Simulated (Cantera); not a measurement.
What does this Cantera script print?

```python
import numpy as np
import cantera as ct

gas_names = """
    C CN C2 CCN CNC C2N2 C3 C4 C4N2 C5 N N2 Si SiC SiC2 SiN Si2 Si2C Si2N Si3
""".split()
cond_names = """
    C(gr) Si(cr) Si(L) SiC(b) Si3N4(a)
""".split()


# ... load() reads the species with a 1 bar reference pressure and builds the phases ...
atoms = {
    'Si3N4': {'Si': 3, 'N': 4},
    'C': {'C': 1},
    'N2': {'N': 2},
}
top_T = {'C(gr)': 4500, 'SiC(b)': 3050, 'Si3N4(a)': 2400}  # K; cautious upper limits of use, not melting points


# ... equilibrate(T, P, feed) seeds the gas with the atoms and calls Mixture.equilibrate('TP', solver="vcs", rtol=1e-11, max_steps=5000) ...
results = []
feed = {'Si3N4': 1, 'C': 0.48, 'N2': 1.4}  # mol
P = 330000  # Pa
for T in [2373, 2423, 2473, 2523, 2573, 2623, 2673]:
    mix = equilibrate(T, P, feed)
    results.append((T, P, feed, dict(zip(mix.species_names, mix.species_moles))))

top = {s: max(r[3][s] / sum(r[3][g] for g in gas_names) for r in results) for s in gas_names}
cols = sorted((s for s in top if top[s] > 1e-05), key=lambda s: -top[s])[:7]
seen = [c for c in cond_names if any(r[3].get(c, 0) > 1e-12 for r in results)]
print("log10 of partial pressures in bar; condensed amounts in mol")
print(f"{'T/K':>10s}" + "".join(f"{s[:9]:>10s}" for s in cols + seen))
for T, P, feed, n in results:
    ng = sum(n[g] for g in gas_names)
    print(f"{T:10.4g}" + "".join(f"{np.log10(max(n[s] / ng * P / 1e5, 1e-99)):10.3f}" for s in cols)
          + "".join(f"{n.get(c, 0):10.4g}" for c in seen))
```

Output:

```
log10 of partial pressures in bar; condensed amounts in mol
       T/K        N2        Si      Si2C       SiN      Si2N      SiC2       Si2     Si(L)    SiC(b)
      2373     0.518    -2.759    -3.754    -3.409    -3.423    -5.027    -4.419     2.517    0.4798
      2423     0.518    -2.582    -3.515    -3.268    -3.297    -4.671    -4.207     2.515    0.4796
      2473     0.518    -2.412    -3.287    -3.132    -3.177    -4.329    -4.003     2.513    0.4793
      2523     0.517    -2.250    -3.069    -3.003    -3.061    -4.002    -3.808      2.51    0.4788
      2573     0.517    -2.093    -2.859    -2.878    -2.951    -3.687    -3.621     2.506     0.478
      2623     0.516    -1.943    -2.657    -2.758    -2.845    -3.385    -3.442     2.501    0.4766
      2673     0.515    -1.798    -2.463    -2.643    -2.744    -3.095    -3.269     2.494    0.4743
```

Cantera equilibrium calculation (NASA polynomials, part measured and part estimated; ideal gas, pure solids and liquids). Mutual solubility and eutectic melting of coexisting phases are not modelled. The tables' values for SiN are old estimates; treat these amounts as uncertain.
